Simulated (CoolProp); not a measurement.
Vapour-liquid equilibrium of ethane (1) + hydrogen sulfide (2) at 263.3 K; x and y are mole fractions of (1).

The numbers come from the multi-fluid Helmholtz-energy mixture model, Bücker 2006 and Lemmon 2006; pair parameters Kunz 2012 in CoolProp.

```tsv
x	bubble pressure (MPa)	y at the bubble point	dew pressure at overall composition x (MPa)	liquid density (mol/L)
0.05	1.003	0.249	0.8033	24.08
0.2	1.424	0.504	0.9456	21.53
0.35	1.622	0.595	1.142	19.44
0.5	1.743	0.659	1.416	17.71
0.65	1.831	0.728	1.728	16.30
0.8	1.886	0.817	1.880	15.17
0.95	1.885	0.945	1.884	14.29
```

y crosses x between x = 0.8 and 0.95: the model has an azeotrope there.

Pair parameters are fitted to limited data, so mixtures are less certain than the pure fluids.
